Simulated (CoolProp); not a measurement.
Sulfur dioxide along the isotherm 57.05 °C: density (kg/m³) from the reference equation and from simpler models built on Tc = 157.5 °C, pc = 7887 kPa, ω = 0.256; each cubic takes its own stable root.

Model: reference Helmholtz-energy equation of state, Gao 2016, in CoolProp.

| p (kPa) | phase | reference |
|---|---|---|
| 3500 | liquid | 1279 |
| 7000 | liquid | 1290 |
| 10500 | liquid | 1299 |
| 14000 | liquid | 1309 |
| 17500 | liquid | 1317 |
| 21000 | liquid | 1325 |
| 24500 | liquid | 1333 |
| 28000 | liquid | 1341 |
| 31500 | liquid | 1348 |
| 35000 | liquid | 1354 |

Question: How far does each simpler model (Redlich-Kwong, Soave-Redlich-Kwong, Peng-Robinson) lie from the reference over these 10 states: mean and median of the absolute difference, and the worst?

Answer: 
- Redlich-Kwong: mean 12.8 %, median 12.6 %, worst -14.9 % at 57.05 °C and 3500 kPa
- Soave-Redlich-Kwong: mean 10.0 %, median 9.9 %, worst -10.9 % at 57.05 °C and 3500 kPa
- Peng-Robinson: mean 1.5 %, median 1.6 %, worst +1.9 % at 57.05 °C and 35000 kPa
